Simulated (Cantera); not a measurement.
**Counterflow diffusion flame**

A counterflow diffusion flame at 0.987 atm, nozzles 20 mm apart: fuel side CO : H2 : N2 = 1 : 0.05 : 0.92 (molar parts) at 300 K, oxidiser side O2 : N2 = 0.25 : 0.75 (molar parts) at 423 K, fuel mass flux 1.1 times the oxidiser's; mixture-averaged transport, no radiation.

Cantera simulation using GRI-Mech 3.0 (53 species, 325 reactions); the numbers are that mechanism's predictions, not measurements. The maximum strain rate includes the flame's own expansion and is several times the mean. A flux with no burning solution from the previous one only brackets extinction.

| oxidiser flux (kg/m²/s) | max strain (1/s) | mean strain (1/s) | T max (K) | peak x OH | peak x H | peak x NO | peak x CO |
|---|---|---|---|---|---|---|---|
| 0.6 | 244 | 66.5 | 1777 | 0.00258 | 0.00561 | 5.41e-5 | 0.508 |
| 0.84 | 333 | 93.0 | 1734 | 0.00251 | 0.00615 | 4.73e-5 | 0.508 |
| 1.2 | 467 | 133 | 1687 | 0.00239 | 0.00666 | 4.09e-5 | 0.508 |
| 1.6 | 611 | 177 | 1644 | 0.00224 | 0.00697 | 3.56e-5 | 0.508 |
| 2.3 | 859 | 255 | 1583 | 0.00202 | 0.00713 | 2.82e-5 | 0.508 |
| 3.2 | 1170 | 354 | 1514 | 0.00172 | 0.00680 | 2.01e-5 | 0.508 |
| 4.5 | 1570 | 498 | 1389 | 0.00116 | 0.00504 | 8.69e-6 | 0.508 |
x: mole fraction; the columns are a selection and need not sum to one.

At the next flux tried, 6.3 kg/m²/s, no burning solution was found from the previous one.
